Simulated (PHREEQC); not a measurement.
NaOH is added in steps, without added water, to 1 kg of water holding 0.0016 mol/kgw NaHCO3 and 0.00044 mol/kgw NaF, at 25 °C. O2 is buffered at 0.21 atm. CO2 from the air is kept out. Only these solids could form: Nahcolite, Natron.

Base run: PHREEQC, ion-association model, wateq4f.dat. Each further column changes one thing. The table gives NaCO3- (mol/kgw).

| NaOH added (mol) | base | NaF from 0.00044 to 4.4e-05 mol/kgw | NaHCO3 from 0.0016 to 0.00016 mol/kgw | temperature from 25 to 60 °C | no solid may form |
|---|---|---|---|---|---|
| 0 | 4.89e-7 | 4.00e-7 | 1.09e-8 | ___ | 4.89e-7 |
| 0.00125 | 4.28e-5 | 3.82e-5 | 3.76e-6 | 0.000114 | 4.28e-5 |
| 0.0025 | 7.91e-5 | 7.31e-5 | 6.42e-6 | 0.000223 | 7.91e-5 |
| 0.00375 | 0.000104 | ___ | 8.76e-6 | 0.000313 | 0.000104 |
| 0.005 | 0.000125 | 0.000119 | 1.09e-5 | ___ | 0.000125 |
| 0.00625 | 0.000144 | 0.000138 | 1.29e-5 | ___ | 0.000144 |
| 0.0075 | 0.000161 | 0.000156 | 1.48e-5 | ___ | 0.000161 |
| 0.00875 | 0.000178 | 0.000173 | 1.65e-5 | 0.000545 | 0.000178 |
| 0.01 | 0.000194 | ___ | 1.82e-5 | ___ | 0.000194 |

### Question
Complete the blanks.

### Answer

- 0, temperature from 25 to 60 °C: 2.10e-6
- 0.00375, NaF from 0.00044 to 4.4e-05 mol/kgw: 9.79e-5
- 0.005, temperature from 25 to 60 °C: 0.000386
- 0.00625, temperature from 25 to 60 °C: 0.000447
- 0.0075, temperature from 25 to 60 °C: 0.000499
- 0.01, NaF from 0.00044 to 4.4e-05 mol/kgw: 0.000189
- 0.01, temperature from 25 to 60 °C: 0.000586

 Away from 25 °C the constants follow the database's enthalpies or fits; those with neither stay at their 25 °C values.
